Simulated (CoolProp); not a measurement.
p-xylene along the isobar 0.717 bar: fugacity coefficient from the reference equation and from simpler models built on Tc = 343.0 °C, pc = 35.32 bar, ω = 0.324; each cubic takes its own stable root.

The numbers come from the reference Helmholtz-energy equation of state, Zhou 2012 in CoolProp.

| T (°C) | phase | reference |
|---|---|---|
| 55.75 | liquid | 0.07893 |
| 62.85 | liquid | 0.1079 |
| 70.05 | liquid | 0.1459 |
| 77.15 | liquid | 0.1935 |
| 84.35 | liquid | 0.2540 |
| 91.45 | liquid | 0.3280 |
| 98.65 | liquid | 0.4197 |
| 105.75 | liquid | 0.5292 |
| 112.85 | liquid | 0.6601 |

Q: How far does each simpler model (van der Waals, Redlich-Kwong, Peng-Robinson) lie from the reference over these 9 states: mean and median of the absolute difference, and the worst?

A: 
- van der Waals: mean 407.4 %, median 285.4 %, worst +1134.9 % at 55.75 °C and 0.717 bar
- Redlich-Kwong: mean 158.0 %, median 171.0 %, worst +231.3 % at 55.75 °C and 0.717 bar
- Peng-Robinson: mean 0.1 %, median 0.1 %, worst -0.2 % at 84.35 °C and 0.717 bar

At some of these states van der Waals, Redlich-Kwong gives the other phase, because its saturation line lies elsewhere.
